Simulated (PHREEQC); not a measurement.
**Copper plating or etch bath: an equilibrium model**

Make-up at 50 °C: 0.19 mol/kgw Cu(NO3)2, 2 mol/kgw HCl and 0.12 mol/kgw NaCl. Closed to the air; pH follows from the charge balance.

Model: ion-association model, wateq4f.dat, run in PHREEQC.

Precipitation was switched off in this run.

### Question
Estimate the pH.

### Answer
pH -0.15.

### Question
In which forms is Cl present?

### Answer
Cl- 92 %, CuCl+ 5.5 %, CuCl2 2.5 % of the Cl.

The ionic strength is past about 0.7 mol/kgw, beyond the range of this activity model, so the values are rough. Complexes and solids missing from the database can't appear. Constants without temperature data keep their 25 °C values here.
